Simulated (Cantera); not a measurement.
An isothermal, constant-pressure homogeneous reactor starts with 7.14 % H₂, 7.14 % O₂, 85.7 % N₂, equivalence ratio 0.50, at 975 K and 233 Torr.

Model: GRI-Mech 3.0 (53 species, 325 reactions), integrated in Cantera. The temperature is held fixed by assumption; the heat of reaction is taken as removed at once.

x: mole fraction; the columns are a selection and need not sum to one.

```tsv
t (s)	x H₂	x O₂	x OH	x H	x HO₂
9.00e-6	0.0714	0.0714	<1e-12	4.95e-12	5.26e-12
5.33e-5	0.0714	0.0714	1.63e-12	3.32e-11	3.49e-11
0.000315	0.0714	0.0714	7.76e-11	___	7.56e-10
0.00186	0.0267	0.0510	0.000811	___	1.54e-5
0.0110	0.000482	0.0373	2.08e-5	___	5.76e-6
0.0653	6.85e-5	0.0371	4.53e-6	___	1.56e-6
0.386	2.78e-6	0.0370	1.49e-6	___	8.67e-8
2.29	7.73e-9	0.0370	4.67e-7	5.44e-12	1.34e-9
13.5	2.09e-10	0.0370	1.83e-7	<1e-12	1.58e-10
80.0	4.55e-11	0.0370	8.31e-8	<1e-12	8.39e-11
```

Problem. Fill in the missing entries.

Solution. 
- 0.000315, x H: 1.35e-9
- 0.00186, x H: 0.00953
- 0.0110, x H: 4.88e-6
- 0.0653, x H: 1.41e-7
- 0.386, x H: 1.90e-9
